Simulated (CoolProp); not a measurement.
Saturated liquid density (kg/m³) of isobutene: the reference equation beside estimates from Tc = 418.1 K, pc = 40.16 bar, ω = 0.193. Rackett uses Z = 0.29056 − 0.08775 ω.

The numbers come from the reference Helmholtz-energy equation of state, Lemmon 2005 in CoolProp. It is a short technical equation, of lower accuracy than the large ones.

| T (K) | reference | Rackett | van der Waals | Redlich-Kwong | Soave-Redlich-Kwong |
|---|---|---|---|---|---|
| 216.2 | 680.6 | 678.5 | 420.8 | 624.1 | 632.8 |
| 220.6 | 676.0 | 674.1 | 418.2 | 619.9 | 629.0 |
| 225 | 671.4 | 669.5 | 415.6 | 615.5 | 625.0 |
| 229.4 | 666.7 | 665.0 | 413.0 | 611.1 | 621.0 |
| 233.8 | 662.0 | 660.4 | 410.3 | 606.5 | 616.9 |
| 238.2 | 657.3 | 655.8 | 407.6 | 601.9 | 612.7 |
| 242.6 | 652.6 | 651.1 | 404.8 | 597.2 | 608.5 |
| 247 | 647.8 | 646.3 | 402.0 | 592.4 | 604.1 |
| 251.4 | 643.0 | 641.5 | 399.2 | 587.5 | 599.6 |
| 255.7 | 638.2 | 636.8 | 396.3 | 582.6 | 595.1 |
| 260.1 | 633.3 | 631.9 | 393.4 | 577.5 | 590.4 |
| 264.5 | 628.4 | 626.9 | 390.4 | 572.3 | 585.6 |
| 268.9 | 623.3 | 621.9 | 387.4 | 567.0 | 580.6 |
| 273.3 | 618.3 | 616.8 | 384.3 | 561.6 | 575.6 |

Absolute difference from the reference over all 14 rows, mean and median: Rackett 0.2 and 0.2 %, van der Waals 38.0 and 38.0 %, Redlich-Kwong 8.6 and 8.5 %, Soave-Redlich-Kwong 6.8 and 6.8 %.
